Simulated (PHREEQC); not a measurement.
Solution (25 °C): 0.046 mol/kgw H3PO4, 9e-05 mol/kgw H2SO4 and 0.017 mol/kgw NiSO4. Closed to the air; pH follows from the charge balance.

All values are PHREEQC results (ion-association model, wateq4f.dat), not measurements.

```tsv
quantity	before	after
pH	1.92	2.34
ionic strength (mol/kgw)	0.0618	0.0162
Ni+2 (mol/kgw)	0.0132	0.00293
SO4-2 (mol/kgw)	0.00816	0.00225
NiSO4 (mol/kgw)	0.00384	0.000471
SI of Morenosite (NiSO4:7H2O)	-2.34	-3.26
SI of Ni(OH)2 (Ni(OH)2)	-9.20	-8.88
```

**Question.** Which change was made?
A. diluted 10-fold with water
B. NiSO4 from 0.017 to 0.0085 mol/kgw
C. diluted 5-fold with water
D. 0.024 mol/kgw ZnSO4 added
E. 0.00098 mol/kgw HBr added

**Answer.** C, diluted 5-fold with water

This is a speciation only: nothing precipitates in the calculation. H3PO4, which wateq4f.dat lacks, is added to it with the constant of phreeqc.dat. The database has no phosphate complexes of Ni.
